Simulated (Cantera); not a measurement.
Charge: 1 mol C2H5OH, 0.17 mol CO2, a varied amount of H2, equilibrated at 575 K and 12800 Torr.

These are equilibrium values from Cantera (NASA tables, ideal gas, pure condensed phases), not measurements of a reactor. Candidate condensed phases: C, C6H6, C7H8, C8H18, H2O; 110 gas species. The numbers say what is thermodynamically allowed, not how fast it happens.

Problem. Which condensed phases are stable at each of these points (n(H2) (mol)): 1.4, 2.4, 3.5, 4.5, 5.6, 6.7, 7.7, 8.8, 9.8, 11?

Solution. 
```
n(H2) (mol)  condensed phases  C condensed (%)
-----------  ----------------  ---------------
1.4               C(graphite)             21.5
2.4               C(graphite)              0.3
3.5                  gas only              0.0
4.5                  gas only              0.0
5.6                  gas only              0.0
6.7                  gas only              0.0
7.7                  gas only              0.0
8.8                  gas only              0.0
9.8                  gas only              0.0
11                   gas only              0.0
```

From 1.4 mol H2 to 2.4 mol H2 the condensed part is C(graphite). From 3.5 mol H2 to 11 mol H2 nothing is condensed.
